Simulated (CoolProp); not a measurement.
A closed Brayton cycle with carbon dioxide: compressor inlet 312.15 K and 9.1 MPa, high pressure 28 MPa, turbine inlet 820 K, compressor efficiency 0.89, turbine efficiency 0.9, recuperator effectiveness 0.9 (on enthalpy, no pinch check). Each further row changes one setting.

Values from CoolProp's reference Helmholtz-energy equation of state, Span 1996.

```tsv
case	thermal efficiency (%)	net work (kJ/kg)	compressor to turbine work	compressor exit (K)	turbine exit (K)
as stated	36.2	112	0.22	355.9	686.3
turbine inlet 770 K	34.7	102	0.24	355.9	641.0
compressor inlet 322.15 K	34.9	95.2	0.34	403.3	686.3
high pressure 23.8 MPa	34.5	99.7	0.21	349.0	705.0
recuperator effectiveness 0.5	24.0	112	0.22	355.9	686.3
```
